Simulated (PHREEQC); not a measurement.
PHREEQC input (Pitzer model, pitzer.dat):

```
SOLUTION 1
  temp 25
  units mol/kgw
  pH 7 charge
  Cl 0.508
  Mg 0.25
  Li 0.008
END
USE solution 1
INCREMENTAL_REACTIONS false
REACTION 1
  H2O -1
  0 9.886 18.011 24.689 30.178 34.689 38.397 41.444
  43.949 46.007 47.699 49.089 50.232 51.172 51.944 52.578
  53.1 53.528 53.88 moles
EQUILIBRIUM_PHASES 1
  Bischofite 0 0
  Brucite 0 0
  MgCl2_4H2O 0 0
SELECTED_OUTPUT 1
  -reset false
  -pH true
  -pe true
  -ionic_strength true
  -water true
  -activities H2O
  -totals Cl Li Mg
  -molalities H+ Li+ Mg+2 Cl- OH- MgOH+
  -equilibrium_phases Bischofite Brucite MgCl2_4H2O
PRINT
  -reset false
END
```

Selected output (columns that matter, 15 of 19 rows; water left (kg) added in front):

```
water left (kg)	pH	mu	Cl	Li	Mg	m_H+	m_Li+	m_Mg+2	m_Cl-	m_OH-	la_H2O	Bischofite
1	6.4685	0.758	0.508	0.008	0.25	4.0316e-07	0.008	0.25	0.508	7.9036e-08	-0.0053035	0
0.821894	6.4235	0.92226	0.61808	0.0097336	0.30418	4.3049e-07	0.0097336	0.30418	0.61808	7.8393e-08	-0.0065384	0
0.555203	6.3117	1.3653	0.91498	0.014409	0.45029	4.9585e-07	0.014409	0.45029	0.91498	7.545e-08	-0.010076	0
0.456313	6.2407	1.6611	1.1133	0.017532	0.54787	5.3625e-07	0.017532	0.54787	1.1133	7.2689e-08	-0.012624	0
0.375043	6.156	2.0211	1.3545	0.021331	0.66659	5.8426e-07	0.021331	0.66659	1.3545	6.8741e-08	-0.015946	0
0.30824	6.0539	2.4591	1.6481	0.025954	0.81106	6.4276e-07	0.025954	0.81106	1.6481	6.3401e-08	-0.020343	0
0.208215	5.7783	3.6405	2.4398	0.038422	1.2007	8.0968e-07	0.038422	1.2007	2.4398	4.8401e-08	-0.034333	0
0.171138	5.5927	4.4292	2.9684	0.046746	1.4608	9.3285e-07	0.046746	1.4608	2.9684	3.9239e-08	-0.04555	0
0.140655	5.365	5.3891	3.6117	0.056877	1.7774	1.0982e-06	0.056877	1.7774	3.6117	2.9754e-08	-0.061371	0
0.0950203	4.7466	7.9772	5.3462	0.084193	2.631	1.6365e-06	0.084193	2.631	5.3462	1.3154e-08	-0.11669	0
0.0780853	4.333	9.7073	6.5057	0.10245	3.2016	2.0723e-06	0.10245	3.2016	6.5057	7.3805e-09	-0.16456	0
0.0641769	3.8329	11.811	7.9156	0.12466	3.8955	2.6767e-06	0.12466	3.8955	7.9156	3.5873e-09	-0.23521	0
0.0527548	3.2312	14.368	9.6295	0.15165	4.7389	3.4944e-06	0.15165	4.7389	9.6295	1.467e-09	-0.34036	0
0.022479	2.4922	17.472	11.767	0.35589	5.7054	4.5586e-06	0.35589	5.7054	11.767	4.6589e-10	-0.50315	0.12175
0.00527798	2.3913	17.312	12.047	1.5157	5.2654	4.6878e-06	1.5157	5.2654	12.047	3.627e-10	-0.53035	0.22221
```

Complexes and solids missing from the database can't appear.
